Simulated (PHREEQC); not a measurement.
30 mol of Arcanite (K2SO4) is brought to equilibrium with 1 kg of water, at several temperatures. CO2 from the air is kept out. Only these solids could form: Arcanite.

Computed with PHREEQC (Pitzer model, pitzer.dat).

| T (°C) | dissolved K (mol/kgw) | dissolved S (mol/kgw) |
|---|---|---|
| 10 | 0.986 | 0.493 |
| 18 | 1.14 | 0.569 |
| 26 | 1.29 | 0.644 |
| 42 | 1.58 | 0.790 |
| 50 | 1.72 | 0.859 |
| 58 | 1.85 | 0.927 |
| 74 | 2.11 | 1.05 |
| 82 | 2.23 | 1.12 |
| 90 | 2.35 | 1.17 |

Complexes and solids missing from the database can't appear. At this temperature some constants are extrapolated from 25 °C, and those without enthalpy data are left unchanged.
